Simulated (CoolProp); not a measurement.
Vapour-liquid equilibrium of methanol (1) + ethanol (2) at 2.67 MPa; x and y are mole fractions of (1).

Computed with CoolProp (multi-fluid Helmholtz-energy mixture model, de Reuck 1993 and Schroeder 2014; pair parameters Bell 2016).

**Question.** Give the bubble temperature and the first vapour's composition at x = 0.05, 0.2, 0.8. Is there an azeotrope?

**Answer.** x = 0.05: 193.6 °C, y = 0.061; x = 0.2: 191.2 °C, y = 0.233; x = 0.8: 182.3 °C, y = 0.833. No azeotrope shows between x = 0.05 and 0.95.

The pair parameters rest on a limited set of measurements; away from them the model extrapolates.
